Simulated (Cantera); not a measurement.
A closed system holds: 1 mol B2O3, 8.6 mol HF, 95 mol N2, equilibrated at 1050 K and 29.3 Torr.

Method: chemical equilibrium by Gibbs-energy minimisation in Cantera with the NASA 1993 tables (ideal gas, pure condensed phases). Gases not in the tables: H3BO3. Kinetics and transport are ignored.

```tsv
species	before	after
N2	0.924	0.922
HF	0.0344	0.0399
H2O	0.0246	0.0216
BF3	0.0150	0.0123
BOF	0.000284	0.00263
HBO2	5.08e-5	0.000399
(HBO2)3	1.22e-5	6.43e-6
B3O3F3	0.00137	0.00136
```
Gas species are given as mole fractions.

Task: Name the change that produced these shifts.
(A) temperature from 1050 K to 1473 K
(B) temperature from 1050 K to 1175 K
(C) HF from 8.6 to 23 mol
(D) temperature from 1050 K to 1398.15 K

Result: B, temperature from 1050 K to 1175 K
